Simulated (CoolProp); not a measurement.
Vapour-liquid equilibrium of carbon dioxide (1) + C2F6 (R116) (2) at -36.65 °C; x and y are mole fractions of (1).

Values from CoolProp's multi-fluid Helmholtz-energy mixture model, Span 1996 and Lemmon 2006; pair parameters Bell 2016.

**Question.** Give the bubble pressure and the first vapour's composition at x = 0.05, 0.35, 0.95. Is there an azeotrope?

**Answer.** x = 0.05: 6.899 bar, y = 0.141; x = 0.35: 11.04 bar, y = 0.573; x = 0.95: 12.04 bar, y = 0.908. y crosses x between x = 0.65 and 0.8: the model has an azeotrope there.

Pair parameters are fitted to limited data, so mixtures are less certain than the pure fluids.
